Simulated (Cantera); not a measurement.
A Cantera script and what it prints.

```python
import numpy as np
import cantera as ct

gas_names = """
    O2 F2
""".split()
cond_names = """
    Ca(L) CaF2(a) CaO(s)
""".split()


# ... load() reads the species with a 1 bar reference pressure and builds the phases ...
species = {s.name: s for s in load("nasa_gas.yaml", gas_names) + load("nasa_condensed.yaml", cond_names)}
T = 1300
g = {n: (s.thermo.h(T) - T * s.thermo.s(T)) / (ct.gas_constant * T * np.log(10)) for n, s in species.items()}
valid = cond_names  # the entries whose range holds T


def stable(la, lb):
    # potentials (over RT ln 10) of the two non-metals from log10 p(O2) and log10 p(F2) in bar
    mu = {}
    mu["O"] = (g["O2"] + la) / 2
    mu["F"] = (g["F2"] + lb) / 2
    cost = {}
    for n in valid:
        c = species[n].composition
        cost[n] = (g[n] - sum(c.get(e, 0) * m for e, m in mu.items())) / c["Ca"]
    return min(cost, key=cost.get)


results = []
for lb in [0, -3.2, -6.5, -9.8, -13, -16.2, -19.5, -22.8, -26]:
    row = [stable(la, lb) for la in [-32, -30.4, -28.8, -27.2, -25.6, -24, -22.4, -20.8, -19.2, -17.6, -16, -14.4, -12.8, -11.2, -9.6, -8, -6.4, -4.8, -3.2, -1.6, 0]]
    results.append(row)
    print(f"{lb:6.1f}  " + " ".join(f"{valid.index(n):x}" for n in row))
print("key: " + ", ".join(f"{i:x} {n}" for i, n in enumerate(valid)))
```

It prints:

```
   0.0  1 1 1 1 1 1 1 1 1 1 1 1 1 1 1 1 1 1 1 1 1
  -3.2  1 1 1 1 1 1 1 1 1 1 1 1 1 1 1 1 1 1 1 1 1
  -6.5  1 1 1 1 1 1 1 1 1 1 1 1 1 1 1 1 1 1 1 1 1
  -9.8  1 1 1 1 1 1 1 1 1 1 1 1 1 1 1 1 1 1 1 1 1
 -13.0  1 1 1 1 1 1 1 1 1 1 1 1 1 1 1 1 1 1 1 1 1
 -16.2  1 1 1 1 1 1 1 1 1 1 1 1 1 1 1 1 1 1 1 1 1
 -19.5  1 1 1 1 1 1 1 1 1 1 1 1 1 1 1 1 1 1 1 1 1
 -22.8  1 1 1 1 1 1 1 1 1 1 1 1 1 1 1 1 1 1 2 2 2
 -26.0  1 1 1 1 1 1 1 1 1 1 1 1 1 1 2 2 2 2 2 2 2
key: 0 Ca(L), 1 CaF2(a), 2 CaO(s)
```

Source: NASA polynomial tables (part measured, part estimated), evaluated in Cantera. Not in the tables: oxide halides.
